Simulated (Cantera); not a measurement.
Charge: 1 mol FeS, 0.069 mol H₂S, 0.061 mol H₂O, held at 1 atm.

Equilibrium computed with Cantera from the NASA thermochemical tables; the gas is ideal and each condensed phase is pure. Candidate condensed phases: Fe, FeO, Fe(OH)₂, Fe(OH)₃, FeS, FeSO₄, FeS₂, Fe₂O₃, Fe₂(SO₄)₃, Fe₃O₄, H₂O, H₂SO₄, S; 22 gas species. FeS: taken at fixed stoichiometry. Gases not in the tables: S₃ to S₇. The numbers say what is thermodynamically allowed, not how fast it happens.

log p: log10 of the partial pressure in bar; n: condensed amount in mol.

```json
[
 {"T (K)": "750", "log p H₂S": "-0.30", "log p H₂O": "-0.32", "log p H₂": "-1.37", "log p S₂": "-5.24", "log p SO₂": "___", "n FeS(s)": "0.995", "n FeS₂(s)": "0.00543"},
 {"T (K)": "775", "log p H₂S": "-0.30", "log p H₂O": "-0.32", "log p H₂": "-1.48", "log p S₂": "-4.60", "log p SO₂": "___", "n FeS(s)": "0.996", "n FeS₂(s)": "0.00420"},
 {"T (K)": "800", "log p H₂S": "-0.29", "log p H₂O": "-0.32", "log p H₂": "-1.59", "log p S₂": "-4.01", "log p SO₂": "___", "n FeS(s)": "0.997", "n FeS₂(s)": "0.00328"},
 {"T (K)": "825", "log p H₂S": "-0.29", "log p H₂O": "-0.32", "log p H₂": "-1.69", "log p S₂": "-3.44", "log p SO₂": "___", "n FeS(s)": "0.997", "n FeS₂(s)": "0.00253"},
 {"T (K)": "850", "log p H₂S": "-0.28", "log p H₂O": "-0.32", "log p H₂": "-1.78", "log p S₂": "-2.92", "log p SO₂": "___", "n FeS(s)": "0.998", "n FeS₂(s)": "0.00179"},
 {"T (K)": "875", "log p H₂S": "-0.28", "log p H₂O": "-0.32", "log p H₂": "-1.87", "log p S₂": "-2.42", "log p SO₂": "___", "n FeS(s)": "0.999", "n FeS₂(s)": "0.000704"},
 {"T (K)": "900", "log p H₂S": "-0.28", "log p H₂O": "-0.33", "log p H₂": "-1.85", "log p S₂": "-2.17", "log p SO₂": "___", "n FeS(s)": "1.00", "n FeS₂(s)": "0"},
 {"T (K)": "925", "log p H₂S": "-0.29", "log p H₂O": "-0.33", "log p H₂": "-1.76", "log p S₂": "-2.08", "log p SO₂": "___", "n FeS(s)": "1.00", "n FeS₂(s)": "0"},
 {"T (K)": "950", "log p H₂S": "-0.29", "log p H₂O": "-0.33", "log p H₂": "-1.68", "log p S₂": "-1.99", "log p SO₂": "___", "n FeS(s)": "1.00", "n FeS₂(s)": "0"},
 {"T (K)": "975", "log p H₂S": "-0.30", "log p H₂O": "-0.33", "log p H₂": "-1.59", "log p S₂": "-1.91", "log p SO₂": "___", "n FeS(s)": "1.00", "n FeS₂(s)": "0"}
]
```

### Question
Complete the blanks.

### Answer

- 750, log p SO₂: -7.86
- 775, log p SO₂: -7.03
- 800, log p SO₂: -6.24
- 825, log p SO₂: -5.50
- 850, log p SO₂: -4.80
- 875, log p SO₂: -4.15
- 900, log p SO₂: -3.85
- 925, log p SO₂: -3.78
- 950, log p SO₂: -3.71
- 975, log p SO₂: -3.65
